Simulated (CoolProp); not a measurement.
Toluene along the isobar 9.8 MPa: Z from the reference equation and from simpler models built on Tc = 591.7 K, pc = 4.126 MPa, ω = 0.266; each cubic takes its own stable root.

Model: reference Helmholtz-energy equation of state, Lemmon 2006, in CoolProp. It is a short technical equation, of lower accuracy than the large ones.

```
T (K)   phase  reference
-----  ------  ---------
248.9  liquid     0.4777
286.7  liquid     0.4305
324.6  liquid     0.3955
362.4  liquid     0.3692
400.2  liquid     0.3496
438.1  liquid     0.3355
475.9  liquid     0.3266
513.7  liquid     0.3230
```

Question: How far does each simpler model (Redlich-Kwong, Peng-Robinson) lie from the reference over these 8 states: mean and median of the absolute difference, and the worst?

Answer: 
- Redlich-Kwong: mean 14.4 %, median 14.3 %, worst +15.5 % at 513.7 K and 9.8 MPa
- Peng-Robinson: mean 1.1 %, median 1.4 %, worst -1.8 % at 400.2 K and 9.8 MPa
